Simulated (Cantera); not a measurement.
Charge: 1 mol Cu2O, 0.72 mol C, 0.56 mol N2, held at 41.0 Pa.

These are equilibrium values from Cantera (NASA tables, ideal gas, pure condensed phases), not measurements of a reactor. Candidate condensed phases: C, Cu, CuO, Cu2O; 27 gas species. Kinetics and transport are ignored.

### Question
At 1402 °C, list the 5 most abundant gas species with their mole fractions, and the condensed phases.

### Answer
N2 0.316, Cu 0.278, CO 0.248, CO2 0.158, Cu2 0.000297. Condensed: Cu(l).
